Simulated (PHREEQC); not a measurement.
Silver or lead bath with nickel, zinc or cadmium bath

Solution A (0.0006 mol PbCl2, 0.24 mol KBr and 3.7e-05 mol Cu(NO3)2 per kg of water) is mixed with solution B (12 mmol/kgw ZnSO4 and 30 mmol/kgw NiCl2) at 20 °C; shares are by mass of water, 1 kg in all. Oxygen is held at 0.21 atm. No CO2 enters from the air. Only these solids could form: Cu(OH)2, Brochantite, Antlerite, Atacamite, Cu2(OH)3NO3, Zn(OH)2-e, Zn4(OH)6SO4, Zn5(OH)8Cl2, Litharge, Anglesite, Cotunnite, Laurionite, PbBr2, Larnakite, Ni(OH)2, Ni4(OH)6SO4, Chalcanthite, Goslarite, Morenosite.

The numbers come from PHREEQC with the ion-association model, wateq4f.dat.

### Question
Predict pH at share of solution B = 0, 0.7, 0.8.

### Answer
```json
[
 {"share of solution B": "0", "pH": "5.96"},
 {"share of solution B": "0.7", "pH": "5.68"},
 {"share of solution B": "0.8", "pH": "5.65"}
]
```
